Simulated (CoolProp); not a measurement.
C3F8 (R218) along the isotherm 174.6 K: fugacity coefficient from the reference equation and from simpler models built on Tc = 345.0 K, pc = 2.640 MPa, ω = 0.317; each cubic takes its own stable root.

The numbers come from the reference Helmholtz-energy equation of state, Lemmon 2006 in CoolProp. It is a short technical equation, of lower accuracy than the large ones.

| p (MPa) | phase | reference | van der Waals | Redlich-Kwong |
|---|---|---|---|---|
| 0.33 | liquid | 0.005611 | 0.2377 | ? |
| 0.66 | liquid | 0.002872 | ? | 0.01114 |
| 0.99 | liquid | 0.001959 | 0.08542 | 0.007621 |
| 1.32 | liquid | 0.001504 | 0.06651 | 0.005863 |
| 1.65 | liquid | ? | 0.05525 | 0.004811 |
| 1.98 | liquid | 0.001050 | 0.04779 | 0.004112 |
| 2.31 | liquid | 0.0009216 | 0.04253 | 0.003615 |
| 2.64 | liquid | 0.0008253 | 0.03862 | 0.003244 |
| 2.97 | liquid | 0.0007508 | ? | 0.002957 |
| 3.3 | liquid | 0.0006916 | 0.03329 | 0.002730 |
| 3.63 | liquid | 0.0006435 | 0.03141 | 0.002545 |
| 3.96 | liquid | 0.0006037 | 0.02988 | 0.002393 |

What belongs in the gaps?


- 0.33, Redlich-Kwong: 0.02173
- 0.66, van der Waals: 0.1234
- 1.65, reference: 0.001232
- 2.97, van der Waals: 0.03564
